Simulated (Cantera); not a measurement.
An adiabatic, constant-volume homogeneous reactor starts with H2 : O2 : N2 : H2O = 1 : 0.704 : 2.65 : 0.19 (molar parts), equivalence ratio 0.71, at 1325 K and 10.0 bar.

Computed with Cantera and the H2/O2 subset of GRI-Mech 3.0, which has no nitrogen chemistry. The hydrogen kinetics of GRI-Mech 3.0 are dated; newer H2 mechanisms differ, most at raised pressure.

**Question.** Predict: time of steepest temperature rise; temperature at 2.00 s; equilibrium temperature; x(H2) at 2.00 s; x(O2) at 2.00 s; x(H2O) at 2.00 s; x(OH) at 2.00 s; x(H2O2) at 2.00 s.

**Answer.** time of steepest temperature rise: 6.46 µs
temperature at 2.00 s: 2928 K
equilibrium temperature: 2928 K
x(H2) at 2.00 s: 0.00970 (gas-phase equilibrium 0.00970)
x(O2) at 2.00 s: 0.0470 (gas-phase equilibrium 0.0470)
x(H2O) at 2.00 s: 0.267 (gas-phase equilibrium 0.267)
x(OH) at 2.00 s: 0.0241 (gas-phase equilibrium 0.0241)
x(H2O2) at 2.00 s: 4.01e-6 (gas-phase equilibrium 4.01e-6)
